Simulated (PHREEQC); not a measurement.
A column of 1 m (30 cells, dispersivity 0.035 m, 60 s a shift, diffusion coefficient 3e-10 m²/s) holds 0.056 eq of the database's cation exchanger X per kg of pore water, first in equilibrium with 2.3 mmol/kgw LiCl, 0.88 mmol/kgw NaCl, 1 mmol/kgw KBr and 0.01 mmol/kgw HCl. It is flushed with 0.058 mol/kgw MnCl2, 0.00062 mol/kgw NH4Cl and 1e-05 mol/kgw HCl, at 15 °C. Values are for the last cell. The system is closed to CO2. Precipitation was switched off in this run.

The numbers come from PHREEQC with the ion-association model, phreeqc.dat.

| pore volumes | Mn in solution (mol/kgw) | NH4 in solution (mol/kgw) | Br in solution (mol/kgw) | Li in solution (mol/kgw) | Na in solution (mol/kgw) | MnX2 on the exchanger (mol/kgw) | NH4X on the exchanger (mol/kgw) |
|---|---|---|---|---|---|---|---|
| 0 | 0 | 0 | 0.00100 | 0.00230 | 0.000880 | 0 | 0 |
| 0.2167 | 0 | 0 | 0.00100 | 0.00230 | 0.000880 | 0 | 0 |
| 0.3167 | 0 | 0 | 0.00100 | 0.00230 | 0.000880 | 0 | 0 |
| 0.5167 | 0 | 0 | 0.000993 | 0.00276 | 0.00106 | 0 | 0 |
| 0.6167 | 0 | 0 | 0.000958 | 0.00492 | 0.00188 | 0 | 0 |
| 0.8167 | 2.16e-11 | 1.17e-8 | 0.000737 | 0.0183 | [?] | 4.35e-10 | 4.10e-8 |
| 0.9167 | 1.56e-6 | 1.40e-6 | 0.000578 | 0.0256 | 0.0112 | 1.06e-5 | 2.90e-6 |
| 1.117 | 0.00685 | 7.17e-5 | 0.000291 | 0.0192 | 0.00947 | 0.00578 | 5.32e-5 |
| 1.317 | 0.0248 | 0.000208 | 0.000120 | 0.00862 | 0.00445 | 0.0123 | 0.000119 |
| 1.417 | 0.0321 | 0.000275 | 7.29e-5 | 0.00551 | 0.00290 | 0.0148 | 0.000152 |
| 1.617 | [?] | 0.000390 | 2.48e-5 | 0.00213 | 0.00116 | [?] | 0.000212 |
| 1.717 | 0.0459 | 0.000436 | 1.40e-5 | 0.00129 | 0.000721 | 0.0204 | 0.000237 |
| 1.917 | 0.0507 | 0.000506 | 4.27e-6 | 0.000464 | 0.000268 | 0.0230 | 0.000278 |
| 2.117 | 0.0536 | 0.000552 | 1.24e-6 | 0.000160 | 9.62e-5 | 0.0248 | 0.000306 |
| 2.217 | 0.0546 | 0.000568 | 6.57e-7 | 9.32e-5 | 5.70e-5 | 0.0255 | 0.000316 |
| 2.417 | 0.0560 | 0.000590 | 1.81e-7 | 3.10e-5 | 1.97e-5 | 0.0264 | 0.000330 |
| 2.517 | 0.0565 | 0.000598 | 9.41e-8 | 1.77e-5 | 1.15e-5 | 0.0268 | 0.000335 |
| 2.717 | 0.0572 | 0.000608 | 2.51e-8 | 5.74e-6 | 3.86e-6 | 0.0272 | 0.000342 |
| 2.817 | 0.0574 | 0.000611 | 1.28e-8 | 3.24e-6 | 2.23e-6 | 0.0274 | 0.000344 |
| 3.017 | 0.0576 | 0.000615 | 3.34e-9 | 1.03e-6 | 7.34e-7 | 0.0276 | 0.000346 |

Question: Fill in the missing entries.

Answer: 
- 0.8167, Na in solution (mol/kgw): 0.00728
- 1.617, Mn in solution (mol/kgw): 0.0424
- 1.617, MnX2 on the exchanger (mol/kgw): 0.0188
